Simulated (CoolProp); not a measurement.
Model: reference Helmholtz-energy equation of state, Lemmon 2013, in CoolProp.

For propylene, give the phase and the cp (kJ/(kg K)), speed of sound (m/s), isothermal compressibility (1/MPa), expansivity (1/kK) at 370 K and 3.84 MPa; 370 K and 6.83 MPa.


- 370 K and 3.84 MPa: gas; cp 3.08, speed of sound 206, isothermal compressibility 0.490, expansivity 11.9
- 370 K and 6.83 MPa: supercritical; cp 4.15, speed of sound 327, isothermal compressibility 0.0587, expansivity 11.5
